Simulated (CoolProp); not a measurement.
Properties of hydrogen chloride along the isobar 8.74 bar.

The numbers come from the reference Helmholtz-energy equation of state, Thol 2018 in CoolProp.

```
T (K)  phase  cp (kJ/(kg K))  speed of sound (m/s)
-----  -----  --------------  --------------------
300.5    gas               ?                 300.4
314.7    gas          0.8794                 308.9
328.9    gas          0.8646                 317.0
343.1    gas          0.8533                 324.8
357.3    gas          0.8446                 332.3
371.5    gas          0.8379                 339.6
385.7    gas          0.8327                 346.7
399.9    gas          0.8286                     ?
414.1    gas          0.8254                 360.3
428.4    gas          0.8228                 366.9
442.6    gas          0.8209                     ?
```

Some entries are withheld; supply them.


- 300.5, cp (kJ/(kg K)): 0.8991
- 399.9, speed of sound (m/s): 353.6
- 442.6, speed of sound (m/s): 373.2
